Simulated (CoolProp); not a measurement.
Vapour-liquid equilibrium of R22 (1) + n-pentane (2) at 124 kPa; x and y are mole fractions of (1).

Values from CoolProp's multi-fluid Helmholtz-energy mixture model, Kamei 1995 and Thol 2019; pair parameters Bell 2016.

### Question
Give the bubble temperature and the first vapour's composition at x = 0.45, 0.65, 0.85. Is there an azeotrope?

### Answer
x = 0.45: -27.5 °C, y = 0.966; x = 0.65: -30.9 °C, y = 0.976; x = 0.85: -33.7 °C, y = 0.986. No azeotrope shows between x = 0.05 and 0.95.

The pair parameters rest on a limited set of measurements; away from them the model extrapolates. With so large a gap from Raoult's law the liquid may split in two, which this calculation doesn't test in full.
